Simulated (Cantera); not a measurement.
Input: 1 mol Fe2O3, 3.1 mol CH4, 0.44 mol N2, held at 1773 K.

Equilibrium computed with Cantera from the NASA thermochemical tables; the gas is ideal and each condensed phase is pure. Candidate condensed phases: C, C6H6, C7H8, C8H18, Fe, Fe(CO)5, FeO, Fe(OH)2, Fe(OH)3, Fe2O3, Fe3O4, H2O; 140 gas species. Iron dissolves carbon and melts from about 1420 K in contact with it, which pure phases cannot show. Condensed phases not in the tables: cementite and carbon dissolved in iron. Kinetics and transport are ignored.

Q: What share of the Fe ends up in condensed phases as a function of P (Pa), at 10, 68, 460, 3200, 22000, 150000, 1000000?

A: 
| P (Pa) | Fe condensed (%) | as |
|---|---|---|
| 10 | 0.0 | - |
| 68 | 85.5 | Fe(δ) |
| 460 | 97.9 | Fe(δ) |
| 3200 | 99.7 | Fe(δ) |
| 22000 | 100.0 | Fe(δ) |
| 150000 | 100.0 | Fe(δ) |
| 1000000 | 100.0 | Fe(δ) |
